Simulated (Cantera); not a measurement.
A Cantera script and its output.

```python
import numpy as np
import cantera as ct

gas = ct.Solution("gri30.yaml")
gas.TPX = 700, 140000, {'CH4': 1, 'C2H6': 1, 'O2': 5, 'N2': 14}
flame = ct.FreeFlame(gas, width=0.032)
flame.set_refine_criteria(ratio=3, slope=0.08, curve=0.16)
flame.transport_model = "mixture-averaged"
flame.solve(loglevel=0, auto=True)
z, T = flame.grid, flame.T
thick = (T[-1] - T[0]) / np.gradient(T, z).max()
show = ['CH4', 'C2H6', 'O2', 'C2H4', 'H2', 'NO']
print(f"laminar burning velocity  {flame.velocity[0] * 100:.3f} cm/s")
print(f"burnt temperature         {T[-1]:.1f} K")
print(f"thermal thickness         {thick * 1e3:.4f} mm")
print(f"grid points               {len(z)}")
z0 = z[flame.heat_release_rate.argmax()]
print(f"{'z/mm':>9s}{'T/K':>9s}{'u/(m/s)':>9s}" + "".join(f"{s:>11s}" for s in show))
rows = []
for k in (-3, -2, -1.5, -1, -0.5, -0.25, 0, 0.25, 0.5, 1, 2, 4, 8):
    zz = z0 + k * thick
    rows.append([k * thick, np.interp(zz, z, T), np.interp(zz, z, flame.velocity),
                 *(np.interp(zz, z, flame.X[gas.species_index(s)]) for s in show)])
    print(f"{rows[-1][0] * 1e3:9.3f}{rows[-1][1]:9.1f}{rows[-1][2]:9.3f}" + "".join(f"{x:11.3e}" for x in rows[-1][3:]))
```

Result:

```
laminar burning velocity  246.118 cm/s
burnt temperature         2629.9 K
thermal thickness         0.1607 mm
grid points               156
     z/mm      T/K  u/(m/s)        CH4       C2H6         O2       C2H4         H2         NO
   -0.482    700.1    2.465  4.755e-02  4.756e-02  2.378e-01  2.237e-07  1.337e-03  3.019e-10
   -0.321    701.3    2.476  4.736e-02  4.742e-02  2.370e-01  4.636e-06  4.194e-03  4.682e-09
   -0.241    707.2    2.506  4.699e-02  4.718e-02  2.356e-01  3.334e-05  7.910e-03  2.745e-08
   -0.161    754.2    2.699  4.539e-02  4.600e-02  2.297e-01  3.562e-04  1.558e-02  2.474e-07
   -0.080   1142.9    4.214  3.572e-02  3.294e-02  1.909e-01  3.576e-03  2.974e-02  3.254e-06
   -0.040   1593.7    6.040  2.291e-02  1.271e-02  1.401e-01  5.861e-03  3.722e-02  8.861e-06
    0.000   2012.7    7.794  7.725e-03  8.004e-04  8.308e-02  2.508e-03  3.858e-02  1.999e-05
    0.040   2215.6    8.628  1.092e-03  5.099e-06  4.673e-02  1.976e-04  3.280e-02  3.669e-05
    0.080   2273.7    8.840  8.420e-05  9.234e-09  3.073e-02  5.427e-06  2.806e-02  5.135e-05
    0.161   2315.8    8.950  3.331e-07  9.618e-14  2.168e-02  2.318e-09  2.624e-02  6.720e-05
    0.321   2368.8    9.102  6.610e-11  1.711e-19  1.833e-02  5.003e-14  2.617e-02  8.606e-05
    0.643   2438.0    9.321  6.767e-15  9.736e-25  1.602e-02  3.474e-19  2.479e-02  1.233e-04
    1.286   2518.8    9.575  3.615e-15  1.037e-28  1.340e-02  4.205e-23  2.265e-02  2.025e-04
```

Model: GRI-Mech 3.0 (53 species, 325 reactions), integrated in Cantera. Burning velocities carry a grid error of a few per cent, more on coarse grids.
